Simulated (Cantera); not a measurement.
Charge: 1 mol SiC, 2.6 mol O2, 390 mol H2, at 2050 K and 0.338 Torr.

Equilibrium computed with Cantera from the NASA thermochemical tables; the gas is ideal and each condensed phase is pure. Candidate condensed phases: C, C6H6, C7H8, C8H18, H2O, Si, SiC, SiO2; 123 gas species. Rates play no part.

Base state: H2 0.887, H 0.101, H2O 0.00764, SiO 0.00242, CO 0.00242, OH 9.49e-5 (mole fractions); condensed: gas only.

### Question
What changes in the equilibrium state with this change: pressure from 0.338 Torr to 0.00128 Torr?

### Answer
```tsv
species	before	after
H	0.101	0.787
H2	0.887	0.205
O	7.78e-6	0.00221
H2O	0.00764	0.00190
SiO	0.00242	0.00154
OH	9.49e-5	0.000797
CO	0.00242	0.00154
```
